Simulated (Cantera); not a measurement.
Cantera run:

```python
import numpy as np
import cantera as ct

gas_names = """
    H H2 N NH NH2 NH3 N2 N2H2 N2H4 Si SiH SiH2 SiH3 SiH4 SiN Si2 Si2N Si3
""".split()
cond_names = """
    Si(cr) Si(L) Si3N4(a)
""".split()


# ... load() reads the species with a 1 bar reference pressure and builds the phases ...
atoms = {
    'Si': {'Si': 1},
    'NH3': {'N': 1, 'H': 3},
    'H2': {'H': 2},
}
top_T = {'Si3N4(a)': 2400}  # K; cautious upper limits of use, not melting points


# ... equilibrate(T, P, feed) seeds the gas with the atoms and calls Mixture.equilibrate('TP', solver="vcs", rtol=1e-11, max_steps=5000) ...
results = []
feed = {'Si': 1, 'NH3': 1.2, 'H2': 2.1}  # mol
T = 1298.15  # K
P = 133.322  # Pa
mix = equilibrate(T, P, feed)
results.append((T, P, feed, dict(zip(mix.species_names, mix.species_moles))))
x = sorted(zip(gas.X, gas.species_names), reverse=True)
print(f"T = {T:g} K  P = {P:g} Pa  gas = {mix.phase_moles(0):.4g} mol")
print("   x: " + "  ".join(f"{s} {v:.3e}" for v, s in x if v > 0.0001))
print("   condensed (mol): " + ("  ".join(f"{mix.phase(i).name} {mix.phase_moles(i):.4g}"
      for i in range(1, mix.n_phases) if mix.phase_moles(i) > 1e-12) or "none"))
```

It prints:

```
T = 1298.15 K  P = 133.322 Pa  gas = 3.901 mol
   x: H2 9.996e-01  N2 3.555e-04
   condensed (mol): Si(cr) 0.1021  Si3N4(a) 0.2993
```

Method: chemical equilibrium by Gibbs-energy minimisation in Cantera with the NASA 1993 tables (ideal gas, pure condensed phases). Mutual solubility and eutectic melting of coexisting phases are not modelled.
